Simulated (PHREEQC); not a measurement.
## Copper plating or etch bath: speciation

Consider water at 25 °C with 0.0038 mol/kgw Cu(BF4)2 and 0.0045 mol/kgw KCl. Closed to the air; pH follows from the charge balance.

Model: ion-association model, phreeqc.dat, run in PHREEQC.

| Property | Value |
|---|---|
| pH | 2.95 |
| ionic strength | 0.0169 mol/kgw |
| total alkalinity | -22.8 meq/kg |

```json
[
 {"species": "BF4-", "molality": "0.00557", "activity": "0.00490", "log γ": "-0.056"},
 {"species": "K+", "molality": "0.00450", "activity": "0.00394", "log γ": "-0.057"},
 {"species": "Cl-", "molality": "0.00447", "activity": "0.00392", "log γ": "-0.057"},
 {"species": "Cu+2", "molality": "0.00368", "activity": "0.00226", "log γ": "-0.211"},
 {"species": "HF", "molality": "0.00333", "activity": "0.00334", "log γ": "0.002"},
 {"species": "F-", "molality": "0.00228", "activity": "0.00200", "log γ": "-0.058"}
]
```

Precipitation was switched off in this run. Species that the database lacks are ignored. Real BF4- forms and hydrolyses slowly; the run takes it at equilibrium.
